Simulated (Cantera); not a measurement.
## Adiabatic ignition

An adiabatic, constant-volume homogeneous reactor starts with CH4 : C2H6 : C3H8 : O2 : N2 = 1 : 0.22 : 0.9 : 15.1 : 56.9 (molar parts), at 1725 K and 2.66 atm.

Model: GRI-Mech 3.0 (53 species, 325 reactions), integrated in Cantera. GRI-Mech 3.0 was tuned for natural gas; its chemistry of propane as a main component is partial and can be far from experiment.

| t (s) | T (K) | P (bar) | x CH4 | x C2H6 | x C3H8 | x CH2O | x CH2 |
|---|---|---|---|---|---|---|---|
| 2.00e-6 | 1711 | 2.69 | 0.0132 | 0.00266 | 0.00977 | 0.000360 | 2.01e-6 |
| 5.79e-6 | 1778 | 2.83 | 0.0110 | 0.00153 | 0.00276 | 0.00282 | 1.38e-5 |
| 1.68e-5 | 2522 | 4.12 | <1e-12 | <1e-12 | <1e-12 | 8.17e-11 | <1e-12 |
| 4.86e-5 | 2749 | 4.43 | <1e-12 | <1e-12 | <1e-12 | 3.54e-11 | <1e-12 |
| 0.000141 | 2762 | 4.44 | <1e-12 | <1e-12 | <1e-12 | 3.24e-11 | <1e-12 |
| 0.000408 | 2753 | 4.43 | <1e-12 | <1e-12 | <1e-12 | 3.11e-11 | <1e-12 |
| 0.00118 | 2739 | 4.40 | <1e-12 | <1e-12 | <1e-12 | 2.92e-11 | <1e-12 |
| 0.00343 | 2732 | 4.39 | <1e-12 | <1e-12 | <1e-12 | 2.82e-11 | <1e-12 |
| 0.00993 | 2732 | 4.39 | <1e-12 | <1e-12 | <1e-12 | 2.82e-11 | <1e-12 |
| 0.0288 | 2732 | 4.39 | <1e-12 | <1e-12 | <1e-12 | 2.82e-11 | <1e-12 |
| 0.0834 | 2732 | 4.39 | <1e-12 | <1e-12 | <1e-12 | 2.82e-11 | <1e-12 |
| 0.242 | 2732 | 4.39 | <1e-12 | <1e-12 | <1e-12 | 2.82e-11 | <1e-12 |
| 0.700 | 2732 | 4.39 | <1e-12 | <1e-12 | <1e-12 | 2.82e-11 | <1e-12 |
x: mole fraction; the columns are a selection and need not sum to one.

| Property | Value |
|---|---|
| time of steepest temperature rise | 8.72 µs |
| temperature at 0.700 s | 2732 K |
| equilibrium temperature | 2732 K |
| x(CH4) at 0.700 s | <1e-12 (gas-phase equilibrium <1e-12) |
| x(C2H6) at 0.700 s | <1e-12 (gas-phase equilibrium <1e-12) |
| x(C3H8) at 0.700 s | <1e-12 (gas-phase equilibrium <1e-12) |
